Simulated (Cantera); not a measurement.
Source: NASA polynomial tables (part measured, part estimated), evaluated in Cantera. Values are per mole of reaction as written; species without (g) are pure solids or liquids, kept so even where they would boil at 1 bar.

6 H(g) + 3 SrCl2 + O3(g) = 3 SrO + 6 HCl(g), with ΔH° = -1293.3 kJ and ΔS° = 15.7 J/K at 300 K.

Task: How far is the shortcut ΔG° ≈ ΔH°(300 K) − T·ΔS°(300 K) from the full temperature-dependent value at 1473, 1623, 1773, 1923, 2073 K?

Result: 
```
T (K)  shortcut (kJ)  full (kJ)  difference (kJ)  difference in log10 K  condensed phases
-----  -------------  ---------  ---------------  ---------------------  ----------------
1473         -1316.5    -1179.9           -136.6                   4.84  SrCl2(l), SrO(s)
1623         -1318.9    -1146.9           -172.0                   5.54  SrCl2(l), SrO(s)
1773         -1321.2    -1112.3           -209.0                   6.16  SrCl2(l), SrO(s)
1923         -1323.6    -1076.3           -247.3                   6.72  SrCl2(l), SrO(s)
2073         -1326.0    -1039.1           -286.8                   7.23  SrCl2(l), SrO(s)
```
The shortcut ignores heat capacities and the phase changes listed.
